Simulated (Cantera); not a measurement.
What does this Cantera script print?

```python
import numpy as np
import cantera as ct

gas = ct.Solution("gri30.yaml")
gas.TPX = 950, 1700000, {'H2': 1, 'O2': 0.312, 'N2': 1.17}
reactor = ct.IdealGasReactor(gas, energy="on", clone=False)
net = ct.ReactorNet([reactor])
net.rtol, net.atol = 1e-08, 1e-16
show = ['H2', 'O2', 'HO2', 'NO', 'H2O2', 'OH']
times = np.geomspace(3e-06, 8, 15)

steps = ct.SolutionArray(gas, extra=["t"])
rows = []
print(f"{'t/s':>10s}{'T/K':>9s}{'P/Pa':>11s}" + "".join(f"{s:>11s}" for s in show))
for t in times:
    while net.time < t:
        t_next = net.step()
        steps.append(gas.state, t=t_next)
    rows.append([np.interp(t, steps.t, y) for y in (steps.T, steps.P, *steps(*show).X.T)])
    print(f"{t:10.3e}{rows[-1][0]:9.1f}{rows[-1][1]:11.4g}" + "".join(f"{x:11.3e}" for x in rows[-1][2:]))
rate = np.gradient(steps.T, steps.t)
print("integrator steps:", len(steps.t))
if steps.T.max() > steps.T[0] + 200:
    print(f"time of steepest temperature rise: {steps.t[rate.argmax()]:.4e} s")
gas.TPX = 950, 1700000, {'H2': 1, 'O2': 0.312, 'N2': 1.17}
gas.equilibrate("UV")
print(f"equilibrium (UV): T = {gas.T:.1f} K  " + "  ".join(f"{s} {gas[s].X[0]:.3e}" for s in show))
```

Output:

```
       t/s      T/K       P/Pa         H2         O2        HO2         NO       H2O2         OH
 3.000e-06    950.0    1.7e+06  4.029e-01  1.257e-01  9.078e-10  3.810e-25  3.827e-12  8.084e-14
 8.632e-06    950.0    1.7e+06  4.029e-01  1.257e-01  2.623e-09  1.234e-24  3.137e-11  8.359e-14
 2.484e-05    950.0    1.7e+06  4.029e-01  1.257e-01  7.567e-09  3.974e-24  2.591e-10  9.263e-14
 7.147e-05    950.0    1.7e+06  4.029e-01  1.257e-01  2.188e-08  1.452e-23  2.146e-09  1.279e-13
 2.056e-04    950.0    1.7e+06  4.029e-01  1.257e-01  6.423e-08  7.537e-23  1.776e-08  3.062e-13
 5.917e-04    950.0    1.7e+06  4.029e-01  1.257e-01  2.055e-07  8.000e-22  1.508e-07  1.498e-12
 1.703e-03    950.0    1.7e+06  4.029e-01  1.257e-01  1.017e-06  2.974e-20  1.643e-06  1.375e-11
 4.899e-03    950.5  1.701e+06  4.029e-01  1.257e-01  7.347e-06  2.274e-18  3.526e-05  2.773e-10
 1.410e-02    983.1  1.755e+06  4.002e-01  1.238e-01  4.820e-05  8.939e-16  7.339e-04  1.227e-08
 4.056e-02   3039.8    4.8e+06  1.709e-01  1.454e-04  8.505e-07  1.088e-03  4.259e-07  5.940e-03
 1.167e-01   3039.8    4.8e+06  1.709e-01  1.454e-04  8.505e-07  1.088e-03  4.259e-07  5.940e-03
 3.358e-01   3039.8    4.8e+06  1.709e-01  1.454e-04  8.505e-07  1.088e-03  4.259e-07  5.940e-03
 9.663e-01   3039.8    4.8e+06  1.709e-01  1.454e-04  8.505e-07  1.088e-03  4.259e-07  5.940e-03
 2.780e+00   3039.8    4.8e+06  1.709e-01  1.454e-04  8.505e-07  1.088e-03  4.259e-07  5.940e-03
 8.000e+00   3039.8    4.8e+06  1.709e-01  1.454e-04  8.505e-07  1.088e-03  4.259e-07  5.940e-03
integrator steps: 1869
time of steepest temperature rise: 1.6002e-02 s
equilibrium (UV): T = 3039.8 K  H2 1.709e-01  O2 1.454e-04  HO2 8.505e-07  NO 1.088e-03  H2O2 4.259e-07  OH 5.940e-03
```

Computed with Cantera and GRI-Mech 3.0 (53 species, 325 reactions). The hydrogen kinetics of GRI-Mech 3.0 are dated; newer H2 mechanisms differ, most at raised pressure. The pressure lies above the range GRI-Mech 3.0 was tuned for (to about 10 atm). Above 3000 K some thermodynamic fits are extrapolated.
